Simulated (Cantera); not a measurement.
Input: 1 mol SiHCl3, 0.51 mol HCl, 110 mol N2, held at 1375 K and 1.00 bar.

Method: chemical equilibrium by Gibbs-energy minimisation in Cantera with the NASA 1993 tables (ideal gas, pure condensed phases). Candidate condensed phases: NH4Cl, Si, Si3N4; 28 gas species. N2 is the only nitrogen source here; it is nearly inert below about 1500 K, so the nitride shown seldom forms there in practice. The tables' values for SiCl3 are old estimates; treat these amounts as uncertain. Kinetics and transport are ignored.

Base state: N2 0.982, HCl 0.0121, SiCl4 0.00449, H2 0.000708, SiCl3 0.000358, SiCl2 0.000131, SiHCl3 1.68e-5 (mole fractions); condensed: Si3N4(s).

Problem. What changes in the equilibrium state with this change: temperature from 1375 K to 800 K?

Solution. 
```
species          before    after
-------------  --------  -------
N2                0.982    0.983
HCl              0.0121   0.0106
SiCl4           0.00449  0.00520
H2             0.000708  0.00145
SiCl2          0.000131    <1e-9
SiCl3          0.000358  1.17e-8
SiHCl3          1.68e-5  6.41e-7
Si3N4(s), mol     0.147    0.140
```
